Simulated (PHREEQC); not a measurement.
Metal-bearing waste water: speciation

A solution holds 0.15 mol FeCl3, 0.11 mol MgSO4 and 0.00015 mol H2SO4 per kg of water, at 77 °C. Closed to the air; pH follows from the charge balance.

Model: ion-association model, phreeqc.dat, run in PHREEQC.

Precipitation was switched off in this run.

### Question
Predict the pH, activity of water, ionic strength.

### Answer
pH 1.96; activity of water 0.988; ionic strength 0.664 mol/kgw.

### Question
In which forms is Mg present?

### Answer
Mg+2 72 %, MgSO4 28 % of the Mg.

Examples of supersaturated solids here: Hematite (slow to form), Goethite (slow to form). Others may be too. Constants without temperature data keep their 25 °C values here.
